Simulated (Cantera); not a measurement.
Mixture: 26.3 % H2, 15.5 % O2, 58.2 % N2, at 260000 Pa, adiabatic and at constant pressure. Ignition delay is the time to a rise of 400 K.

Detailed kinetics in Cantera: the H2/O2 subset of GRI-Mech 3.0, which has no nitrogen chemistry. The hydrogen kinetics of GRI-Mech 3.0 are dated; newer H2 mechanisms differ, most at raised pressure. Below about 950 K walls govern HO2 and H2O2 in real vessels.

Question: At T0 = 1275 K, what is the delay, and which 6 reactions control it most (d ln τ / d ln k, from doubling and halving each rate constant)?

Answer: The delay is 13.1 µs.
| reaction | d ln τ / d ln k | faster rate |
|---|---|---|
| H + O2 <=> O + OH | -0.80 | shortens it |
| H2 + O <=> H + OH | -0.17 | shortens it |
| H2 + OH <=> H + H2O | -0.08 | shortens it |
| H + O2 + N2 <=> HO2 + N2 | 0.08 | lengthens it |
| H + O2 + M <=> HO2 + M | 0.06 | lengthens it |
| H + HO2 <=> H2 + O2 | -0.05 | shortens it |
